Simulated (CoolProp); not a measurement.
Computed with CoolProp (reference Helmholtz-energy equation of state, Span 1996).

Task: Give the vapour pressure (MPa), liquid viscosity (µPa s), vapour viscosity (µPa s) of saturated carbon dioxide at -40.25, -27.25, 11.55 °C.

Result: 
```csv
T (°C),p (MPa),liquid viscosity (µPa s),vapour viscosity (µPa s)
-40.25,0.995,193,11.7
-27.25,1.56,157,12.5
11.55,4.68,81.0,16.0
```

Viscosity comes from a separate model (Laesecke 2017).
